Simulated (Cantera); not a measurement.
## Iron carbonyl, mercury and lead vapours: Fe(CO)5 + O2 + N2

Charge: 1 mol Fe(CO)5, 0.012 mol O2, 1 mol N2.

These are equilibrium values from Cantera (NASA tables, ideal gas, pure condensed phases), not measurements of a reactor. Candidate condensed phases: C, Fe, Fe(CO)5, FeO, Fe2O3, Fe3O4; 27 gas species. The tables' stoichiometric FeO is somewhat more stable than real wüstite, so its field is too wide. FeO: taken at fixed stoichiometry. Condensed phases not in the tables: cementite and carbon dissolved in iron. Kinetics and transport are ignored.

Map the stable condensed phases over T = 900, 925, 950, 975, 1000, 1025, 1050, 1075, 1100, 1125, 1150, 1175, 1200, 1225 K and P in Pa = 10, 42, 180, 750, 3200, 13000, 56000, 240000, 1000000.


```
T in K \ P in Pa
              10      42     180     750    3200   13000   56000  240000 1000000
   1225        A       A       A       A       A       A       B       B       B
   1200        A       A       A       A       A       A       B       B       B
   1175        A       A       A       A       A       A       B       B       B
   1150        A       A       A       A       A       A       B       B       C
   1125        A       A       A       A       A       B       B       B       C
   1100        A       A       A       A       A       B       B       B       C
   1075        A       A       A       A       A       B       B       B       C
   1050        A       A       A       A       B       B       B       C       C
   1025        A       A       A       A       B       B       B       C       C
   1000        A       A       A       A       B       B       B       C       C
    975        A       A       A       B       B       B       C       C       C
    950        A       A       A       B       B       B       C       C       C
    925        A       A       A       B       B       B       C       C       C
    900        A       A       B       B       B       C       C       C       C
```
A: Fe; B: C + Fe; C: C + FeO.
